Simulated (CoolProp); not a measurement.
Properties of fluorine at several states (Tc = 144.4 K, pc = 5.240 MPa, ω = 0.045).

Values from CoolProp's reference Helmholtz-energy equation of state, de Reuck 1990.

```json
[
 {"T (K)": "124", "p (MPa)": "3.81", "phase": "liquid", "density (kg/m³)": "1183", "cp (kJ/(kg K))": "1.866", "cv (kJ/(kg K))": "0.7270", "expansivity (1/kK)": "9.874"},
 {"T (K)": "215.1", "p (MPa)": "6.07", "phase": "supercritical", "density (kg/m³)": "143.6", "cp (kJ/(kg K))": "0.9838", "cv (kJ/(kg K))": "0.6066", "expansivity (1/kK)": "6.761"},
 {"T (K)": "183.8", "p (MPa)": "1.87", "phase": "gas", "density (kg/m³)": "49.28", "cp (kJ/(kg K))": "0.8632", "cv (kJ/(kg K))": "0.5796", "expansivity (1/kK)": "6.572"},
 {"T (K)": "67.1", "p (MPa)": "0.26", "phase": "liquid", "density (kg/m³)": "1621", "cp (kJ/(kg K))": "1.478", "cv (kJ/(kg K))": "0.8705", "expansivity (1/kK)": "3.909"},
 {"T (K)": "167.1", "p (MPa)": "0.0153", "phase": "gas", "density (kg/m³)": "0.4187", "cp (kJ/(kg K))": "0.7731", "cv (kJ/(kg K))": "0.5537", "expansivity (1/kK)": "5.996"}
]
```
